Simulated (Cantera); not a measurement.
An adiabatic, constant-pressure homogeneous reactor starts with CO : H2 : O2 : N2 : H2O = 1 : 0.27 : 0.977 : 3.67 : 0.73 (molar parts), at 1575 K and 0.220 bar. Integrator tolerance rtol = 1e-08.

Detailed kinetics in Cantera: GRI-Mech 3.0 (53 species, 325 reactions).

**Question.** What does this change do: initial temperature 1575 to 1223 K?

**Answer.** 
| quantity | before | after |
|---|---|---|
| time of steepest temperature rise | 0.130 ms | 0.361 ms |
| temperature at 0.300 s | 2481 K | 2352 K |
| equilibrium temperature | 2481 K | 2351 K |
| x(CO) at 0.300 s | 0.0354 (gas-phase equilibrium 0.0354) | 0.0201 (gas-phase equilibrium 0.0201) |
| x(H2) at 0.300 s | 0.00660 (gas-phase equilibrium 0.00660) | 0.00373 (gas-phase equilibrium 0.00372) |
| x(O2) at 0.300 s | 0.0638 (gas-phase equilibrium 0.0638) | 0.0597 (gas-phase equilibrium 0.0595) |
| x(H2O) at 0.300 s | 0.144 (gas-phase equilibrium 0.144) | 0.153 (gas-phase equilibrium 0.153) |
| x(CO2) at 0.300 s | 0.126 (gas-phase equilibrium 0.126) | 0.143 (gas-phase equilibrium 0.143) |

**Question.** What does this change do: H2O 0.73 to 1.8 parts?

**Answer.** 
```json
[
 {"quantity": "time of steepest temperature rise", "before": "0.130 ms", "after": "0.149 ms"},
 {"quantity": "temperature at 0.300 s", "before": "2481 K", "after": "2383 K"},
 {"quantity": "equilibrium temperature", "before": "2481 K", "after": "2383 K"},
 {"quantity": "x(CO) at 0.300 s", "before": "0.0354 (gas-phase equilibrium 0.0354)", "after": "0.0210 (gas-phase equilibrium 0.0210)"},
 {"quantity": "x(H2) at 0.300 s", "before": "0.00660 (gas-phase equilibrium 0.00660)", "after": "0.00821 (gas-phase equilibrium 0.00821)"},
 {"quantity": "x(O2) at 0.300 s", "before": "0.0638 (gas-phase equilibrium 0.0638)", "after": "0.0527 (gas-phase equilibrium 0.0527)"},
 {"quantity": "x(H2O) at 0.300 s", "before": "0.144 (gas-phase equilibrium 0.144)", "after": "0.268 (gas-phase equilibrium 0.268)"},
 {"quantity": "x(CO2) at 0.300 s", "before": "0.126 (gas-phase equilibrium 0.126)", "after": "0.117 (gas-phase equilibrium 0.117)"}
]
```

**Question.** What does this change do: constant volume in place of constant pressure?

**Answer.** 
| quantity | before | after |
|---|---|---|
| time of steepest temperature rise | 0.130 ms | 0.136 ms |
| temperature at 0.300 s | 2481 K | 2569 K |
| equilibrium temperature | 2481 K | 2569 K |
| x(CO) at 0.300 s | 0.0354 (gas-phase equilibrium 0.0354) | 0.0420 (gas-phase equilibrium 0.0420) |
| x(H2) at 0.300 s | 0.00660 (gas-phase equilibrium 0.00660) | 0.00778 (gas-phase equilibrium 0.00778) |
| x(O2) at 0.300 s | 0.0638 (gas-phase equilibrium 0.0638) | 0.0651 (gas-phase equilibrium 0.0651) |
| x(H2O) at 0.300 s | 0.144 (gas-phase equilibrium 0.144) | 0.139 (gas-phase equilibrium 0.139) |
| x(CO2) at 0.300 s | 0.126 (gas-phase equilibrium 0.126) | 0.118 (gas-phase equilibrium 0.118) |
